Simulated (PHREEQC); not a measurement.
LiOH is added in steps, without added water, to 1 kg of water holding 0.0052 mol/kgw BaCl2 and 0.0011 mol/kgw Na2SO4, at 25 °C. O2 is buffered at 0.21 atm. The system is closed to CO2. Only these solids could form: Barite, Halite, Mirabilite.

Base run: PHREEQC, ion-association model, wateq4f.dat. Each further column changes one thing. The table gives pH.

| LiOH added (mol) | base | BaCl2 replaced by AlCl3 at the same molality | BaCl2 from 0.0052 to 0.00468 mol/kgw | 0.0012 mol/kgw NaHCO3 added |
|---|---|---|---|---|
| 0 | 6.99 | 3.67 | 6.99 | 7.42 |
| 0.0018 | 11.19 | 3.69 | 11.20 | 10.72 |
| 0.0042 | 11.56 | 3.71 | 11.56 | 11.42 |
| 0.006 | 11.71 | 3.74 | 11.71 | 11.62 |
| 0.0078 | 11.82 | 3.77 | 11.83 | 11.76 |
| 0.0102 | 11.94 | 3.83 | 11.94 | 11.89 |
| 0.012 | 12.01 | 3.90 | 12.01 | 11.96 |

 Solids allowed in the column 'BaCl2 replaced by AlCl3 at the same molality': Gibbsite, Basaluminite, Halite, Mirabilite. Solids allowed in the column '0.0012 mol/kgw NaHCO3 added': Barite, Witherite, Halite, Mirabilite, Nahcolite, Natron.
